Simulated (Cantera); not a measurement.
Input: 1 mol SiH₂Cl₂, 3.9 mol NH₃, 1.7 mol H₂, equilibrated at 143 Torr.

Method: chemical equilibrium by Gibbs-energy minimisation in Cantera with the NASA 1993 tables (ideal gas, pure condensed phases). Candidate condensed phases: NH₄Cl, Si, Si₃N₄; 28 gas species. Gases not in the tables: Si₂H₆ and higher silanes. Equilibrium is a limit: real reactors are often held back by kinetics, nucleation or transport.

Q: Which condensed phases are stable at each of these points (T (K)): 800, 900, 1000, 1100, 1200, 1300, 1400, 1500, 1600, 1700, 1800, 1900, 2000, 2100?

A: 
```json
[
 {"T (K)": "800", "condensed phases": "Si₃N₄(s)", "Si condensed (%)": "96.3"},
 {"T (K)": "900", "condensed phases": "Si₃N₄(s)", "Si condensed (%)": "97.6"},
 {"T (K)": "1000", "condensed phases": "Si₃N₄(s)", "Si condensed (%)": "98.4"},
 {"T (K)": "1100", "condensed phases": "Si₃N₄(s)", "Si condensed (%)": "98.8"},
 {"T (K)": "1200", "condensed phases": "Si₃N₄(s)", "Si condensed (%)": "99.0"},
 {"T (K)": "1300", "condensed phases": "Si₃N₄(s)", "Si condensed (%)": "99.0"},
 {"T (K)": "1400", "condensed phases": "Si₃N₄(s)", "Si condensed (%)": "98.4"},
 {"T (K)": "1500", "condensed phases": "Si₃N₄(s)", "Si condensed (%)": "96.3"},
 {"T (K)": "1600", "condensed phases": "Si₃N₄(s)", "Si condensed (%)": "90.7"},
 {"T (K)": "1700", "condensed phases": "Si₃N₄(s)", "Si condensed (%)": "80.1"},
 {"T (K)": "1800", "condensed phases": "Si₃N₄(s)", "Si condensed (%)": "66.1"},
 {"T (K)": "1900", "condensed phases": "Si(l)", "Si condensed (%)": "56.3"},
 {"T (K)": "2000", "condensed phases": "Si(l)", "Si condensed (%)": "57.9"},
 {"T (K)": "2100", "condensed phases": "Si(l)", "Si condensed (%)": "58.8"}
]
```

From 800 K to 1800 K the condensed part is Si₃N₄(s). From 1900 K to 2100 K the condensed part is Si(l).
